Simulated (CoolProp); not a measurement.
Water along the isobar 5.78 bar: Z from the reference equation and from simpler models built on Tc = 647.1 K, pc = 220.6 bar, ω = 0.344; each cubic takes its own stable root.

Computed with CoolProp (reference Helmholtz-energy equation of state, Wagner 2002).

| T (K) | phase | reference |
|---|---|---|
| 339.3 | liquid | 0.003766 |
| 365.7 | liquid | 0.003553 |
| 392.1 | liquid | 0.003383 |
| 418.6 | liquid | 0.003247 |
| 445 | gas | 0.9585 |
| 471.4 | gas | 0.9683 |
| 497.9 | gas | 0.9750 |
| 524.3 | gas | 0.9798 |
| 550.7 | gas | 0.9835 |

How far does each simpler model (van der Waals, Redlich-Kwong, Soave-Redlich-Kwong, Peng-Robinson) lie from the reference over these 9 states: mean and median of the absolute difference, and the worst?


- van der Waals: mean 12386.1 %, median 2.4 %, worst +30026.3 % at 418.6 K and 5.78 bar
- Redlich-Kwong: mean 3319.9 %, median 1.6 %, worst +29755.3 % at 418.6 K and 5.78 bar
- Soave-Redlich-Kwong: mean 15.9 %, median 1.2 %, worst +36.3 % at 418.6 K and 5.78 bar
- Peng-Robinson: mean 9.0 %, median 1.1 %, worst +20.6 % at 418.6 K and 5.78 bar

At some of these states van der Waals, Redlich-Kwong gives the other phase, because its saturation line lies elsewhere.
